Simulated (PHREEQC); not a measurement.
A made-up water analysis in mg/kgw, 90 °C, pH 6.57, pe 2.1:

```tsv
constituent	mg/kgw
Na	39.8
K	44.6
Ca	42.5
Mg	2.74
Cl	29.2
S(6) as SO4	62.8
Alkalinity as HCO3	189
Fe(2)	0.293
Sr	7.86
N(-3) as NH4	0.114
B	0.0726
```

Cl is adjusted to close the charge balance.
Valence states are taken as typed.

The numbers come from PHREEQC with the ion-association model, phreeqc.dat.

This is a speciation only: nothing precipitates in the calculation.

Order these N species by the share of N that they hold, largest first: NH3, NH4SO4-, NH4+.

NH4+ (92 %), NH3 (7.4 %), NH4SO4- (0.44 %)

Order these C species by the share of C that they hold, largest first: CaHCO3+, SrHCO3+, CO2, CaCO3, HCO3-.

HCO3- (62 %), CO2 (36 %), CaHCO3+ (0.82 %), SrHCO3+ (0.39 %), CaCO3 (0.11 %)

The pH is 6.57 and the ionic strength 0.00680 mol/kgw. Complexes and solids missing from the database can't appear. Constants without temperature data keep their 25 °C values here.
